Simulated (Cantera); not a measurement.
Input: 1 mol CH3F, a varied amount of Si, 0.56 mol H2, 0.015 mol CH4, held at 725 °C and 10.0 mbar.

Equilibrium computed with Cantera from the NASA thermochemical tables; the gas is ideal and each condensed phase is pure. Candidate condensed phases: C, C6H6, C7H8, C8H18, Si, SiC; 113 gas species. Kinetics and transport are ignored.

Q: At 0.021 mol Si, list the 4 most abundant gas species with their mole fractions, and the condensed phases.

A: H2 0.635, HF 0.357, SiF4 0.00818, CH4 0.000393. Condensed: C(graphite).
